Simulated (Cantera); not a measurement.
# Silicon epitaxy and polysilicon growth: Si3H8 + Cl2 + N2

Input: 1 mol Si3H8, 0.14 mol Cl2, a varied amount of N2, at 1550 K and 10000 Pa.

Equilibrium computed with Cantera from the NASA thermochemical tables; the gas is ideal and each condensed phase is pure. Candidate condensed phases: NH4Cl, Si, Si3N4; 28 gas species. The feed counts by its element totals alone. Equilibrium is a limit: real reactors are often held back by kinetics, nucleation or transport.

From 7.3 mol N2 to 120 mol N2 the condensed part is Si3N4(s). The main Si-bearing gas is SiCl2 throughout.

```
n(N2) (mol)   x N2    x H2    x HCl   x SiCl2      x H     x Cl  n Si3N4(s)
-----------  -----  ------  -------  --------  -------  -------  ----------
7.3          0.561   0.409   0.0294  0.000119  6.37e-5  3.66e-6       1.000
10           0.659   0.318   0.0229   8.31e-5  5.62e-5  3.23e-6       1.000
15           0.758   0.225   0.0162   5.37e-5  4.73e-5  2.72e-6       1.000
21           0.821   0.167   0.0120   3.77e-5  4.07e-5  2.34e-6       1.000
30           0.871   0.120  0.00866   2.61e-5  3.45e-5  1.99e-6       1.000
42           0.906  0.0875  0.00630   1.85e-5  2.95e-5  1.69e-6       1.000
60           0.933  0.0621  0.00448   1.29e-5  2.48e-5  1.43e-6       1.000
86           0.953  0.0438  0.00316   8.98e-6  2.08e-5  1.20e-6       1.000
120          0.966  0.0316  0.00228   6.42e-6  1.77e-5  1.02e-6       1.000
```
x: gas mole fraction; n: condensed amount in mol.
